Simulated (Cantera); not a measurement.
A Cantera script and its output.

```python
import numpy as np
import cantera as ct

surf = ct.Interface("ptcombust.yaml", "Pt_surf")
gas = surf.adjacent["gas"]
gas.TPX = 300, 3700, {'CH4': 0.046, 'O2': 0.2, 'N2': 0.79}
jet = ct.ImpingingJet(gas=gas, width=0.063, surface=surf)
jet.inlet.mdot, jet.inlet.T, jet.inlet.X = 0.036, 300, {'CH4': 0.046, 'O2': 0.2, 'N2': 0.79}
jet.set_refine_criteria(ratio=10, slope=0.2, curve=0.3)
show, cover = ['CH4', 'O2', 'H2O', 'OH', 'CO', 'CO2'], ["PT(S)", "H(S)", "O(S)", "OH(S)", "CO(S)", "C(S)"]

rows = []
print(f"{'Ts/K':>7s}" + "".join(f"{s:>11s}" for s in show + cover) + "   (gas at the wall, coverages)")
for i, Ts in enumerate([950, 1000, 1050, 1100, 1150, 1200, 1250]):
    jet.surface.T = Ts
    if i == 0:
        surf.TP = Ts, 3700
        surf.coverages = "PT(S):0.5, O(S):0.5"
        surf.advance_coverages(1.0)
        jet.set_initial_guess(products="inlet")
    jet.solve(loglevel=0, auto=(i == 0))
    rows.append([*(jet.X[gas.species_index(s), -1] for s in show), *surf[cover].coverages])
    print(f"{Ts:7g}" + "".join(f"{x:11.3e}" for x in rows[-1]))
```

Result:

```
   Ts/K        CH4         O2        H2O         OH         CO        CO2      PT(S)       H(S)       O(S)      OH(S)      CO(S)       C(S)   (gas at the wall, coverages)
    950  2.578e-02  1.531e-01  3.487e-02  1.458e-07  1.456e-05  2.283e-02  2.978e-01  1.517e-07  7.013e-01  8.940e-04  6.534e-06  3.128e-08
   1000  2.046e-02  1.418e-01  4.466e-02  4.117e-07  1.577e-05  2.932e-02  3.720e-01  3.285e-07  6.271e-01  8.895e-04  4.853e-06  3.034e-08
   1050  1.633e-02  1.331e-01  5.220e-02  1.013e-06  1.694e-05  3.435e-02  4.453e-01  6.262e-07  5.539e-01  8.363e-04  3.546e-06  2.823e-08
   1100  1.328e-02  1.267e-01  5.769e-02  2.239e-06  1.835e-05  3.803e-02  5.155e-01  1.087e-06  4.838e-01  7.587e-04  2.615e-06  2.593e-08
   1150  1.106e-02  1.221e-01  6.161e-02  4.526e-06  2.024e-05  4.067e-02  5.816e-01  1.763e-06  4.177e-01  6.726e-04  1.976e-06  2.394e-08
   1200  9.542e-03  1.190e-01  6.411e-02  8.479e-06  2.307e-05  4.247e-02  6.426e-01  2.707e-06  3.568e-01  5.859e-04  1.556e-06  2.266e-08
   1250  8.325e-03  1.167e-01  6.606e-02  1.494e-05  2.661e-05  4.372e-02  6.980e-01  3.994e-06  3.015e-01  5.057e-04  1.252e-06  2.156e-08
```

Computed with Cantera and Deutschmann's 1995 Pt surface mechanism with GRI-Mech 3.0 gas chemistry. Catalytic surfaces can have several steady states; this one follows from the mechanism file's or the stated starting coverage.
